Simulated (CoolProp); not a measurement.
Vapour-liquid equilibrium of ethane (1) + propane (2) at 212 kPa; x and y are mole fractions of (1).

Model: multi-fluid Helmholtz-energy mixture model, Bücker 2006 and Lemmon 2009; pair parameters Kunz 2012, in CoolProp.

### Question
Give the bubble temperature and the first vapour's composition at x = 0.2, 0.35, 0.5. Is there an azeotrope?

### Answer
x = 0.2: -42.3 °C, y = 0.603; x = 0.35: -51.5 °C, y = 0.785; x = 0.5: -58.6 °C, y = 0.883. No azeotrope shows between x = 0.05 and 0.95.

The pair parameters rest on a limited set of measurements; away from them the model extrapolates.
